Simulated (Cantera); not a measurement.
What does this Cantera script print?

```python
import numpy as np
import cantera as ct

gas_names = """
    B BF BF2 BF3 BH BHF2 BH2 BH3 BN B2 F F2 H HF H2 H2F2 H3F3 H4F4 H5F5 H6F6 H7F7 N NF NF2 NF3 NH NH2
    NH3 N2 N2H2 N2H4
""".split()
cond_names = """
    B(b) B(L) BN(s)
""".split()


# ... load() reads the species with a 1 bar reference pressure and builds the phases ...
atoms = {
    'BN': {'B': 1, 'N': 1},
    'HF': {'H': 1, 'F': 1},
    'N2': {'N': 2},
}
top_T = {'BN(s)': 3200}  # K; cautious upper limits of use, not melting points


# ... equilibrate(T, P, feed) seeds the gas with the atoms and calls Mixture.equilibrate('TP', solver="vcs", rtol=1e-11, max_steps=5000) ...
results = []
feed = {'BN': 1, 'HF': 54, 'N2': 17}  # mol
P = 1.4  # Pa
for T in [1298, 1398, 1498, 1598, 1698, 1798, 1898]:
    mix = equilibrate(T, P, feed)
    results.append((T, P, feed, dict(zip(mix.species_names, mix.species_moles))))

top = {s: max(r[3][s] / sum(r[3][g] for g in gas_names) for r in results) for s in gas_names}
cols = sorted((s for s in top if top[s] > 1e-06), key=lambda s: -top[s])[:6]
seen = [c for c in cond_names if any(r[3].get(c, 0) > 1e-12 for r in results)]
print("log10 of partial pressures in bar; condensed amounts in mol")
print(f"{'T/K':>10s}" + "".join(f"{s[:9]:>10s}" for s in cols + seen))
for T, P, feed, n in results:
    ng = sum(n[g] for g in gas_names)
    print(f"{T:10.4g}" + "".join(f"{np.log10(max(n[s] / ng * P / 1e5, 1e-99)):10.3f}" for s in cols)
          + "".join(f"{n.get(c, 0):10.4g}" for c in seen))
```

Result:

```
log10 of partial pressures in bar; condensed amounts in mol
       T/K        HF        N2        H2         H       BF3       BF2
      1298    -4.998    -5.462    -6.529    -9.235    -6.705   -10.706
      1398    -4.998    -5.462    -6.531    -8.591    -6.705    -9.932
      1498    -4.998    -5.462    -6.536    -8.033    -6.706    -9.267
      1598    -4.998    -5.463    -6.552    -7.550    -6.710    -8.694
      1698    -4.999    -5.463    -6.593    -7.136    -6.721    -8.210
      1798    -5.000    -5.465    -6.687    -6.797    -6.746    -7.825
      1898    -5.001    -5.467    -6.873    -6.544    -6.789    -7.553
```

Cantera equilibrium calculation (NASA polynomials, part measured and part estimated; ideal gas, pure solids and liquids). The tables' values for BF2 are old estimates; treat these amounts as uncertain.
